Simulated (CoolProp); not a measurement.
Properties of R143a along the isobar 1.93 MPa.

The numbers come from the reference Helmholtz-energy equation of state, Lemmon and Jacobsen 2000 in CoolProp.

```
T (°C)   phase  cp (kJ/(kg K))  speed of sound (m/s)  isothermal compressibility (1/MPa)  Prandtl number
------  ------  --------------  --------------------  ----------------------------------  --------------
-53.55  liquid           1.303                 792.9                            0.002037            2.89
-47.45  liquid           1.318                 764.4                                   …            2.84
-41.25  liquid               …                 735.5                            0.002442            2.79
-35.15  liquid           1.351                 707.0                                   …            2.75
-28.95  liquid           1.369                 678.0                            0.002976            2.71
-22.75  liquid           1.389                 648.9                            0.003314               …
-16.65  liquid           1.410                 620.0                            0.003705            2.66
-10.45  liquid           1.433                 590.6                                   …            2.64
-4.35   liquid           1.458                 561.3                            0.004744            2.62
1.85    liquid               …                 531.1                            0.005450            2.61
8.05    liquid           1.520                 500.4                            0.006337            2.60
14.15   liquid           1.557                     …                            0.007460            2.60
20.35   liquid           1.602                 437.2                            0.008973            2.61
26.45   liquid           1.657                 404.1                                   …            2.62
32.65   liquid           1.730                 368.6                             0.01410            2.65
```

### Question
Fill in the missing entries.

### Answer

- -47.45, isothermal compressibility (1/MPa): 0.002225
- -41.25, cp (kJ/(kg K)): 1.334
- -35.15, isothermal compressibility (1/MPa): 0.002688
- -22.75, Prandtl number: 2.68
- -10.45, isothermal compressibility (1/MPa): 0.004179
- 1.85, cp (kJ/(kg K)): 1.487
- 14.15, speed of sound (m/s): 469.5
- 26.45, isothermal compressibility (1/MPa): 0.01103

Viscosity comes from a separate model (Klein 1997), an estimate that may be off by 10 % or more. Thermal conductivity comes from a separate model (McLinden 2000), an estimate that may be off by 10 % or more.
